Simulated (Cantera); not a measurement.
## Hydrocarbon pyrolysis for carbon deposition

An isothermal, constant-pressure homogeneous reactor starts with 6.67 % CH4, 93.3 % N2, at 1650 K and 0.130 bar.

Computed with Cantera and GRI-Mech 3.0 (53 species, 325 reactions). GRI-Mech 3.0 stops at C3 and has no aromatics, soot or wall deposition, so with more carbon than oxygen in the feed, carbon stays in small species such as C2H2 where larger ones or solid carbon would form.

```csv
t (s),x CH4,x HCN,x CH2,x C2H,x CH3
6.00e-5,0.0667,<1e-12,3.08e-11,<1e-12,5.10e-6
0.000200,0.0666,<1e-12,2.69e-10,<1e-12,1.74e-5
0.000665,0.0666,<1e-12,2.55e-9,<1e-12,5.78e-5
0.00221,0.0664,4.97e-12,2.36e-8,2.05e-12,0.000184
0.00736,0.0652,2.26e-10,1.65e-7,2.61e-10,0.000512
0.0245,0.0541,1.70e-8,3.97e-7,1.09e-8,0.000741
0.0815,0.0330,1.46e-7,2.24e-7,4.23e-8,0.000415
0.271,0.0142,5.25e-7,1.18e-7,7.16e-8,0.000191
0.903,0.00413,1.25e-6,4.62e-8,9.69e-8,6.34e-5
3.00,0.00106,2.09e-6,1.39e-8,1.09e-7,1.75e-5
10.0,0.000306,2.92e-6,4.18e-9,1.12e-7,5.14e-6
```
x: mole fraction; the columns are a selection and need not sum to one.

Equilibrium at this temperature and pressure: CH4 6.53e-5, HCN 0.0463, CH2 8.96e-10, C2H 2.92e-8, CH3 1.10e-6 (gas phase only).
